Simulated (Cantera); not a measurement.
Gas mixture: 100 % CH3OH, at 0.0133 bar, frozen composition.

Cantera's kinetic-theory transport with the Lennard-Jones parameters of GRI-Mech 3.0, ideal gas; thermal conductivity in the multicomponent form. Polar gases are described roughly by these parameters.

D: mixture-averaged diffusion coefficient of that species in the mixture.

| T (K) | ρ (kg/m³) | cp (J/kg/K) | μ (µPa s) | λ (mW/m/K) | Pr | D (cm²/s) C2H2 | D (cm²/s) O | D (cm²/s) NO |
|---|---|---|---|---|---|---|---|---|
| 400 | 0.0128 | … | 13.1 | 28.1 | 0.748 | 15.5 | 31.9 | 19.8 |
| 500 | 0.0103 | … | 16.4 | 40.8 | 0.748 | 23.8 | 47.8 | 29.8 |
| 600 | 0.00856 | … | 19.7 | 55.2 | 0.749 | 33.5 | 66.1 | 41.3 |
| 700 | 0.00734 | 2314 | 22.8 | 70.3 | 0.750 | 44.4 | 86.7 | 54.3 |
| 800 | 0.00642 | 2491 | 25.8 | 85.5 | 0.751 | 56.6 | 109 | 68.6 |
| 900 | 0.00571 | 2643 | 28.6 | 101 | 0.751 | 69.9 | 134 | 84.1 |

### Question
Fill in the missing entries.

### Answer

- 400, cp (J/kg/K): 1604
- 500, cp (J/kg/K): 1858
- 600, cp (J/kg/K): 2101
